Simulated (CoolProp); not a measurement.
The numbers come from the reference Helmholtz-energy equation of state, Marx 1992 in CoolProp.

**Question.** For R113, give the phase and the speed of sound (m/s), Joule-Thomson coefficient (K/MPa) at 500 K and 57.8 kPa; 500 K and 183 kPa; 500 K and 848 kPa.

**Answer.** 
- 500 K and 57.8 kPa: gas; speed of sound 153, Joule-Thomson coefficient 8.38
- 500 K and 183 kPa: gas; speed of sound 151, Joule-Thomson coefficient 8.51
- 500 K and 848 kPa: gas; speed of sound 142, Joule-Thomson coefficient 9.34
